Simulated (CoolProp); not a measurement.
A simple Rankine cycle with R21: condensing at 329.15 K, boiler at 4.08 MPa, turbine inlet 472 K, turbine efficiency 0.7, pump efficiency 0.8, no recuperator. Each further row changes one setting.

The numbers come from the reference Helmholtz-energy equation of state, Platzer 1990 in CoolProp. This equation is an older, rougher fit; its heat capacities, sound speeds and derivatives of the liquid may be far off and weren't checked against measurements.

```json
[
 {"case": "as stated", "thermal efficiency (%)": "13.6", "net work (kJ/kg)": "37.2", "heat in (kJ/kg)": "274", "turbine exit temperature (K)": "366.2", "volume ratio over the turbine": "8.80"},
 {"case": "condensing temperature 321.15 K", "thermal efficiency (%)": "14.5", "net work (kJ/kg)": "41.1", "heat in (kJ/kg)": "283", "turbine exit temperature (K)": "358.5", "volume ratio over the turbine": "10.9"},
 {"case": "boiler pressure 2.86 MPa", "thermal efficiency (%)": "12.2", "net work (kJ/kg)": "35.4", "heat in (kJ/kg)": "290", "turbine exit temperature (K)": "391.0", "volume ratio over the turbine": "5.86"},
 {"case": "turbine efficiency 0.6", "thermal efficiency (%)": "11.4", "net work (kJ/kg)": "31.4", "heat in (kJ/kg)": "274", "turbine exit temperature (K)": "374.4", "volume ratio over the turbine": "9.05"}
]
```
